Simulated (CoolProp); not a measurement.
Computed with CoolProp (reference Helmholtz-energy equation of state, Guder 2009).

Problem. Give the vapour pressure (kPa), vapour density (kg/m³), liquid conductivity (mW/(m K)) of saturated sulfur hexafluoride at 247.9 K.

Solution. 
```csv
T (K),p (kPa),vapour density (kg/m³),liquid conductivity (mW/(m K))
247.9,580,47.4,69.7
```

Thermal conductivity comes from a separate model (Assael 2012).
